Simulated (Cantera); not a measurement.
A perfectly stirred reactor is fed with CH₃OH : O₂ : N₂ = 1 : 1.15 : 4.34 (molar parts), equivalence ratio 1.3, at 100000 Pa; it is adiabatic with a 498 K inlet, and is followed from long to short residence time, starting on the burning branch (τ in s: 0.44, 0.2, 0.088, 0.039, 0.017, 0.0078, 0.0035, 0.0016, 0.00069, 0.00031, 0.00014, 6.2e-05, 2.8e-05).

Model: GRI-Mech 3.0 (53 species, 325 reactions), integrated in Cantera. GRI-Mech 3.0 was tuned for natural gas; its chemistry of methanol as a main component is partial and can be far from experiment.

Question: What does this change do: pressure from 100000 Pa to 560000 Pa?

Answer: 
```tsv
quantity	before	after
blow-out, bracketed by the residence times tried	burning at 62.0 µs, out at 28.0 µs	burning at 28.0 µs, the shortest tried
x(CH₃OH) at τ = 0.440 s	3.37e-7	1.49e-7
x(O₂) at τ = 0.440 s	0.000136	2.27e-5
x(CH₄) at τ = 0.440 s	4.25e-7	1.31e-6
x(HCN) at τ = 0.440 s	8.46e-8	8.32e-8
x(HCO) at τ = 0.440 s	3.19e-8	4.37e-8
x(CH₃OH) at τ = 3.50 ms	1.00e-5	6.14e-6
x(O₂) at τ = 3.50 ms	0.00254	0.000438
x(CH₄) at τ = 3.50 ms	1.72e-6	4.64e-6
x(HCN) at τ = 3.50 ms	5.46e-7	6.38e-7
x(HCO) at τ = 3.50 ms	1.37e-6	3.98e-7
```
